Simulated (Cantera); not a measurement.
An isothermal, constant-pressure homogeneous reactor starts with 0.183 % CO, 0.311 % O2, 7.96 % H2O, 91.5 % N2, equivalence ratio 0.29, at 1125 K and 50000 Pa.

Detailed kinetics in Cantera: GRI-Mech 3.0 (53 species, 325 reactions).

x: mole fraction; the columns are a selection and need not sum to one.

| t (s) | x CO | x O2 | x H2O | x N2O | x NO | x H2O2 |
|---|---|---|---|---|---|---|
| 0.000300 | 0.00183 | 0.00311 | 0.0796 | <1e-12 | <1e-12 | <1e-12 |
| 0.00118 | 0.00183 | 0.00311 | 0.0796 | <1e-12 | <1e-12 | <1e-12 |
| 0.00468 | 0.00183 | 0.00311 | 0.0796 | <1e-12 | <1e-12 | <1e-12 |
| 0.0185 | 0.00179 | 0.00310 | 0.0796 | 2.51e-10 | 1.12e-12 | 1.79e-8 |
| 0.0729 | … | 0.00225 | 0.0796 | … | 4.37e-9 | … |
| 0.288 | 1.57e-6 | 0.00220 | 0.0797 | 4.21e-8 | 4.49e-9 | 9.77e-9 |
| 1.14 | 4.08e-8 | 0.00220 | 0.0797 | 4.29e-8 | 4.52e-9 | 1.11e-9 |
| 4.49 | 1.18e-9 | 0.00220 | 0.0797 | 3.80e-8 | 4.54e-9 | 2.03e-10 |
| 17.7 | 2.55e-10 | 0.00220 | 0.0797 | … | 4.55e-9 | 5.77e-11 |
| 70.0 | 1.52e-10 | 0.00220 | 0.0797 | 2.67e-9 | 4.55e-9 | 3.24e-11 |

Complete the blanks.


- 0.0729, x CO: 5.45e-5
- 0.0729, x N2O: 3.37e-8
- 0.0729, x H2O2: 1.19e-7
- 17.7, x N2O: 2.16e-8
